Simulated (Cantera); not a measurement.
A perfectly stirred reactor is fed with CH₄ : CO : O₂ : N₂ = 1 : 0.97 : 2.96 : 11.1 (molar parts), equivalence ratio 0.84, at 1.00 bar; it is adiabatic with a 523 K inlet, and is followed from long to short residence time, starting on the burning branch (τ in s: 0.084, 0.025, 0.0074, 0.0022, 0.00065, 0.00019, 5.6e-05, 1.7e-05, 4.9e-06).

Model: GRI-Mech 3.0 (53 species, 325 reactions), integrated in Cantera.

x: mole fraction; the columns are a selection and need not sum to one.

```tsv
τ (s)	T (K)	x CH₄	x CO	x O₂	x NO₂	x C₂H₄	x O	x CH₂O
0.084	2240	2.22e-6	0.00682	0.0320	[?]	4.97e-11	0.000786	4.02e-7
0.025	2220	6.16e-6	0.00887	0.0335	[?]	3.16e-10	0.00107	1.12e-6
0.0074	2171	1.53e-5	0.0134	0.0358	[?]	1.29e-9	0.00179	2.70e-6
0.0022	2088	3.67e-5	0.0202	0.0394	[?]	4.20e-9	0.00317	6.04e-6
0.00065	1974	9.61e-5	0.0285	0.0439	[?]	1.57e-8	0.00519	1.40e-5
0.00019	1833	0.000308	0.0394	0.0505	[?]	9.14e-8	0.00710	3.77e-5
5.6e-5	1605	0.00243	0.0684	0.0724	[?]	3.88e-6	0.00405	0.000208
1.7e-5	523	0.0624	0.0605	0.185	<1e-12	<1e-12	<1e-12	<1e-12
4.9e-6	523	0.0624	0.0605	0.185	<1e-12	<1e-12	<1e-12	<1e-12
```

**Question.** What belongs in the gaps?

**Answer.** 
- 0.084, x NO₂: 8.53e-7
- 0.025, x NO₂: 3.78e-7
- 0.0074, x NO₂: 1.37e-7
- 0.0022, x NO₂: 4.41e-8
- 0.00065, x NO₂: 1.59e-8
- 0.00019, x NO₂: 6.67e-9
- 5.6e-5, x NO₂: 1.75e-9
